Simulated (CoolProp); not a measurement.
A single-stage vapour-compression cycle with trans-2-butene: evaporating at 231.15 K (dew point), condensing at 262.15 K (bubble point), superheat 5 K, subcooling 8 K, compressor efficiency 0.9, no pressure losses. Each further row changes one setting.

Values from CoolProp's reference Helmholtz-energy equation of state, Lemmon 2005. It is a short technical equation, of lower accuracy than the large ones.

```json
[
 {"case": "as stated", "cooling COP": "6.36", "pressure ratio": "4.55", "discharge temperature (K)": "282.0", "refrigerating effect (kJ/kg)": "400", "volumetric capacity (kJ/m³)": "160"},
 {"case": "evaporating temperature 236.15 K", "cooling COP": "7.86", "pressure ratio": "3.45", "discharge temperature (K)": "278.8", "refrigerating effect (kJ/kg)": "407", "volumetric capacity (kJ/m³)": "210"},
 {"case": "condensing temperature 257.15 K", "cooling COP": "7.69", "pressure ratio": "3.67", "discharge temperature (K)": "275.2", "refrigerating effect (kJ/kg)": "411", "volumetric capacity (kJ/m³)": "164"},
 {"case": "subcooling 13 K", "cooling COP": "6.52", "pressure ratio": "4.55", "discharge temperature (K)": "282.0", "refrigerating effect (kJ/kg)": "411", "volumetric capacity (kJ/m³)": "164"},
 {"case": "superheat 15 K", "cooling COP": "6.31", "pressure ratio": "4.55", "discharge temperature (K)": "292.6", "refrigerating effect (kJ/kg)": "414", "volumetric capacity (kJ/m³)": "158"},
 {"case": "compressor efficiency 0.8", "cooling COP": "5.65", "pressure ratio": "4.55", "discharge temperature (K)": "287.1", "refrigerating effect (kJ/kg)": "400", "volumetric capacity (kJ/m³)": "160"}
]
```
